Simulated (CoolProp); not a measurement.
Computed with CoolProp (reference Helmholtz-energy equation of state, Bücker 2006).

Q: For ethane, give the phase and the cp (kJ/(kg K)), isothermal compressibility (1/MPa), conductivity (mW/(m K)), fugacity coefficient at 404.5 K and 1.11 MPa; 404.5 K and 1.77 MPa; 404.5 K and 2.44 MPa.

A: 
- 404.5 K and 1.11 MPa: gas; cp 2.25, isothermal compressibility 0.930, conductivity 37.3, fugacity coefficient 0.970
- 404.5 K and 1.77 MPa: gas; cp 2.29, isothermal compressibility 0.595, conductivity 37.7, fugacity coefficient 0.952
- 404.5 K and 2.44 MPa: gas; cp 2.34, isothermal compressibility 0.440, conductivity 38.1, fugacity coefficient 0.934

Thermal conductivity comes from a separate model (Friend 1991).
